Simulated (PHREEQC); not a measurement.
A solution holds 0.22 mol/kgw CuSO4, 0.049 mol/kgw ZnCl2, 0.0021 mol/kgw HCl and 0.00017 mol/kgw Na2SO4, at 80 °C. Closed to the air; pH follows from the charge balance.

Computed with PHREEQC (ion-association model, phreeqc.dat).

```tsv
quantity	before	after
pH	3.65	3.38
ionic strength (mol/kgw)	0.487	0.510
Cu+2 (mol/kgw)	0.0962	0.111
CuCl+ (mol/kgw)	0.0333	0.0146
Zn+2 (mol/kgw)	0.0189	0.0206
SI of Halite (NaCl)	-6.71	-6.52
```

Q: Which change was made?
(A) HCl from 0.0021 to 0.021 mol/kgw
(B) temperature from 80 to 10 °C
(C) Na2SO4 from 0.00017 to 0.000187 mol/kgw
(D) temperature from 80 to 45 °C

A: D, temperature from 80 to 45 °C

No solid was allowed to form. Away from 25 °C the constants follow the database's enthalpies or fits; those with neither stay at their 25 °C values.
